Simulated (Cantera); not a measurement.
What does this Cantera script print?

```python
import numpy as np
import cantera as ct

gas_names = """
    N NO NO2 NO3 N2 N2O O O2 O3 Si SiN SiO SiO2 Si2 Si2N Si3
""".split()
cond_names = """
    Si(cr) Si(L) SiO2(Lqz) SiO2(hqz) SiO2(L) Si2N2O(s) Si3N4(a)
""".split()


def load(file, names, dense=False):
    # The tables refer to 1 bar. Condensed volumes are neglected.
    table = {s.name: s for s in ct.Species.list_from_file(file)}
    out = []
    for n in names:
        d = dict(table[n].input_data)
        d["thermo"] = dict(d["thermo"], **{"reference-pressure": 1e5})
        if dense:
            d["equation-of-state"] = {"model": "constant-volume", "density": "1e6 g/cm^3"}
        out.append(ct.Species.from_dict(d))
    return out


gas = ct.Solution(thermo="ideal-gas", species=load("nasa_gas.yaml", gas_names))
cond = {s.name: ct.Solution(thermo="fixed-stoichiometry", species=[s], name=s.name)
        for s in load("nasa_condensed.yaml", cond_names, dense=True)}
atoms = {
    'Si3N4': {'Si': 3, 'N': 4},
    'O2': {'O': 2},
    'N2': {'N': 2},
}
top_T = {'Si2N2O(s)': 2100, 'Si3N4(a)': 2400}  # K; cautious upper limits of use, not melting points


def equilibrate(T, P, feed):
    n = {}
    for name, mol in feed.items():
        for a, k in atoms[name].items():
            n[a] = n.get(a, 0.0) + k * mol
    gas.TPX = T, P, n
    mass = sum(n.values()) * gas.mean_molecular_weight
    gas.equilibrate("TP")
    valid = [c for c in cond.values() if c.min_temp <= T <= top_T.get(c.name, c.max_temp)]
    mix = ct.Mixture([(gas, mass / gas.mean_molecular_weight)] + [(c, 0.0) for c in valid])
    mix.T, mix.P = T, P
    mix.equilibrate("TP", solver="vcs", rtol=1e-11, max_steps=5000)
    return mix


results = []
T = 1048  # K
P = 450000  # Pa
for m in [0.0012, 0.0026, 0.0055, 0.012, 0.026, 0.055, 0.12, 0.26, 0.55, 1.2]:
    feed = {'Si3N4': 1, 'O2': m, 'N2': 5.7}  # mol
    mix = equilibrate(T, P, feed)
    results.append((T, P, feed, dict(zip(mix.species_names, mix.species_moles))))

top = {s: max(r[3][s] / sum(r[3][g] for g in gas_names) for r in results) for s in gas_names}
cols = sorted((s for s in top if top[s] > 0.0001), key=lambda s: -top[s])[:8]
seen = [c for c in cond_names if any(r[3].get(c, 0) > 1e-12 for r in results)]
print("log10 of partial pressures in bar; condensed amounts in mol")
print(f"{'n(O2)':>10s}" + "".join(f"{s[:9]:>10s}" for s in cols + seen))
for T, P, feed, n in results:
    ng = sum(n[g] for g in gas_names)
    print(f"{feed['O2']:10.4g}" + "".join(f"{np.log10(max(n[s] / ng * P / 1e5, 1e-99)):10.3f}" for s in cols)
          + "".join(f"{n.get(c, 0):10.4g}" for c in seen))
```

Output:

```
log10 of partial pressures in bar; condensed amounts in mol
     n(O2)        N2 SiO2(hqz) Si2N2O(s)  Si3N4(a)
    0.0012     0.653         0    0.0024    0.9984
    0.0026     0.653         0    0.0052    0.9965
    0.0055     0.653         0     0.011    0.9927
     0.012     0.653         0     0.024     0.984
     0.026     0.653         0     0.052    0.9653
     0.055     0.653         0      0.11    0.9267
      0.12     0.653         0      0.24      0.84
      0.26     0.653         0      0.52    0.6533
      0.55     0.653         0       1.1    0.2667
       1.2     0.653       0.6       1.2         0
```

These are equilibrium values from Cantera (NASA tables, ideal gas, pure condensed phases), not measurements of a reactor. Mutual solubility and eutectic melting of coexisting phases are not modelled.
